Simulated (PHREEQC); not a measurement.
Solution (57 °C): 0.063 mol/kgw HF, 0.0012 mol/kgw H2SiF6 and 0.0043 mol/kgw H3BO3. Closed to the air; pH follows from the charge balance.

Model: ion-association model, phreeqc.dat, run in PHREEQC.

The ionic strength comes out as 0.0104 mol/kgw. What activity coefficients do BF3OH-, HF2-, SiF6-2, F-, BF4- get?

BF3OH- 0.90, HF2- 0.90, SiF6-2 0.65, F- 0.89, BF4- 0.90.

This is a speciation only: nothing precipitates in the calculation. Complexes and solids missing from the database can't appear. At this temperature some constants are extrapolated from 25 °C, and those without enthalpy data are left unchanged. SiF6-2 is the database's only silicon fluoride. Real BF4- forms and hydrolyses slowly; the run takes it at equilibrium.
